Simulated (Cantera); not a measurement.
## Catalytic stagnation flow on Pt

A jet of 1.61 % CH₄, 19.1 % O₂, 79.3 % N₂ at 300 K and 0.0217 atm hits a platinum plate 6 cm away at a mass flux of 0.024 kg/m²/s; the plate temperature is set and raised in steps from an oxygen-covered start.

Computed with Cantera and Deutschmann's 1995 Pt surface mechanism with GRI-Mech 3.0 gas chemistry. Catalytic surfaces can have several steady states; this one follows from the mechanism file's or the stated starting coverage.

| plate T (K) | wall x CH₄ | wall x O₂ | wall x H₂O | wall x OH | wall x CO | wall x CO₂ | θ free Pt | θ O* |
|---|---|---|---|---|---|---|---|---|
| 850 | 0.0138 | 0.186 | 0.00427 | <1e-8 | 4.10e-6 | 0.00278 | 0.177 | 0.822 |
| 900 | 0.0120 | 0.182 | 0.00755 | 3.19e-8 | 5.11e-6 | 0.00494 | 0.245 | 0.754 |
| 950 | 0.0101 | 0.178 | 0.0111 | 1.06e-7 | 5.96e-6 | 0.00724 | 0.317 | 0.683 |
| 1000 | 0.00840 | 0.174 | 0.0142 | 2.99e-7 | 6.73e-6 | 0.00933 | 0.389 | 0.610 |
| 1050 | 0.00698 | 0.171 | 0.0168 | 7.41e-7 | 7.50e-6 | 0.0111 | 0.460 | 0.539 |
| 1100 | 0.00590 | 0.169 | 0.0188 | 1.64e-6 | 8.43e-6 | 0.0124 | 0.529 | 0.471 |
x: mole fraction at the wall; θ: surface coverage.
